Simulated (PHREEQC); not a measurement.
## Nickel, zinc or cadmium bath

Make-up at 59 °C: 0.086 mol/kgw CdCl2, 0.00014 mol/kgw NaOH and 0.0026 mol/kgw NiCl2. Closed to the air; pH follows from the charge balance.

Model: ion-association model, wateq4f.dat, run in PHREEQC.

Each row changes one thing in this solution. No solid was allowed to form.

```json
[
 {"case": "as made", "pH": "6.54", "ionic strength (mol/kgw)": "0.113", "Cl- (mol/kgw)": "0.0927", "CdCl+ (mol/kgw)": "0.0546", "Cd+2 (mol/kgw)": "0.0171", "CdCl2 (mol/kgw)": "0.0130", "SI of CdOHCl (CdOHCl)": "+0.17", "SI of Halite (NaCl)": "-6.79"},
 {"case": "NiCl2 left out", "pH": "6.55", "ionic strength (mol/kgw)": "0.107", "Cl- (mol/kgw)": "0.0887", "CdCl+ (mol/kgw)": "0.0546", "Cd+2 (mol/kgw)": "0.0175", "CdCl2 (mol/kgw)": "0.0126", "SI of CdOHCl (CdOHCl)": "+0.18", "SI of Halite (NaCl)": "-6.80"},
 {"case": "0.0012 mol/kgw Na2SO4 added", "pH": "6.54", "ionic strength (mol/kgw)": "0.116", "Cl- (mol/kgw)": "0.0931", "CdCl+ (mol/kgw)": "0.0543", "Cd+2 (mol/kgw)": "0.0170", "CdCl2 (mol/kgw)": "0.0129", "SI of CdOHCl (CdOHCl)": "+0.17", "SI of Halite (NaCl)": "-5.53"},
 {"case": "0.003 mol/kgw NaHCO3 added", "pH": "6.42", "ionic strength (mol/kgw)": "0.114", "Cl- (mol/kgw)": "0.0929", "CdCl+ (mol/kgw)": "0.0545", "Cd+2 (mol/kgw)": "0.0170", "CdCl2 (mol/kgw)": "0.0130", "SI of CdOHCl (CdOHCl)": "+0.05", "SI of Halite (NaCl)": "-5.43"},
 {"case": "NiCl2 from 0.0026 to 0.0052 mol/kgw", "pH": "6.53", "ionic strength (mol/kgw)": "0.119", "Cl- (mol/kgw)": "0.0966", "CdCl+ (mol/kgw)": "0.0546", "Cd+2 (mol/kgw)": "0.0166", "CdCl2 (mol/kgw)": "0.0134", "SI of CdOHCl (CdOHCl)": "+0.16", "SI of Halite (NaCl)": "-6.77"},
 {"case": "diluted 2-fold with water", "pH": "6.50", "ionic strength (mol/kgw)": "0.0668", "Cl- (mol/kgw)": "0.0532", "CdCl+ (mol/kgw)": "0.0266", "Cd+2 (mol/kgw)": "0.0121", "CdCl2 (mol/kgw)": "0.00402", "SI of CdOHCl (CdOHCl)": "-0.17", "SI of Halite (NaCl)": "-7.29"},
 {"case": "diluted 5-fold with water", "pH": "6.45", "ionic strength (mol/kgw)": "0.0325", "Cl- (mol/kgw)": "0.0247", "CdCl+ (mol/kgw)": "0.00918", "Cd+2 (mol/kgw)": "0.00724", "CdCl2 (mol/kgw)": "0.000729", "SI of CdOHCl (CdOHCl)": "-0.65", "SI of Halite (NaCl)": "-7.97"},
 {"case": "0.029 mol/kgw KCl added", "pH": "6.57", "ionic strength (mol/kgw)": "0.134", "Cl- (mol/kgw)": "0.115", "CdCl+ (mol/kgw)": "0.0542", "Cd+2 (mol/kgw)": "0.0144", "CdCl2 (mol/kgw)": "0.0155", "SI of CdOHCl (CdOHCl)": "+0.19", "SI of Halite (NaCl)": "-6.70"}
]
```

Complexes and solids missing from the database can't appear. Some of these states are supersaturated (in CdOHCl, Otavite, for instance). Away from 25 °C the constants follow the database's enthalpies or fits; those with neither stay at their 25 °C values. The database's nickel carbonate constants are estimates that later reviews lower a good deal.
